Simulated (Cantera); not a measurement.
Thermodynamics of carbon deposition, reforming and gasification, feed toluene + H2 + N2 + H2O

Charge: 1 mol toluene, 5.3 mol H2, 0.49 mol N2, 0.86 mol H2O, at 22.0 bar.

Cantera equilibrium calculation (NASA polynomials, part measured and part estimated; ideal gas, pure solids and liquids). Candidate condensed phases: C, C6H6, C7H8, C8H18, H2O; 136 gas species. Equilibrium is a limit: real reactors are often held back by kinetics, nucleation or transport.

From 1373 K to 2173 K the condensed part is C(graphite). The main C-bearing gas is CO throughout. The share of C in condensed phases is highest at 1973 K (85.8 %) and lowest at 1373 K (77.8 %).

```
T (K)  log p H2  log p CO  log p CH4  log p N2  n C(graphite)
-----  --------  --------  ---------  --------  -------------
1373       1.25      0.21       0.20      0.00           5.45
1473       1.26      0.22      -0.01     -0.01           5.68
1573       1.27      0.22      -0.19     -0.02           5.83
1673       1.28      0.22      -0.36     -0.02           5.92
1773       1.28      0.22      -0.51     -0.03           5.97
1873       1.28      0.22      -0.65     -0.03           6.00
1973       1.28      0.22      -0.77     -0.04           6.01
2073       1.28      0.22      -0.89     -0.05           6.00
2173       1.28      0.22      -0.99     -0.06           5.98
```
log p: log10 of the partial pressure in bar; n: condensed amount in mol.
